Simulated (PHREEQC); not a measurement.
Consider water at 10 °C with 2 mol H2SO4 and 0.037 mol NaHCO3 per kg of water. Closed to the air; pH follows from the charge balance.

Model: Pitzer model, pitzer.dat, run in PHREEQC.

```json
{
 "pH": "-0.68",
 "ionic_strength": "3.25 mol/kgw",
 "activity_of_water": "0.912",
 "density": "1.120 g/cm³",
 "osmotic_coefficient": "1.099",
 "total_alkalinity": "-3960 meq/kg"
}
```

| species | molality | activity | log γ |
|---|---|---|---|
| H+ | 2.59 | 4.80 | 0.268 |
| HSO4- | 1.37 | 0.961 | -0.155 |
| SO4-2 | 0.627 | 0.00315 | -2.299 |
| CO2 | 0.0370 | 0.0406 | 0.040 |
| Na+ | 0.0370 | 0.0503 | 0.133 |
| HCO3- | 1.65e-8 | 2.72e-9 | -0.784 |

No solid was allowed to form. Complexes and solids missing from the database can't appear. In brines, pH and single-ion activities rest on the MacInnes convention. At this temperature some constants are extrapolated from 25 °C, and those without enthalpy data are left unchanged.
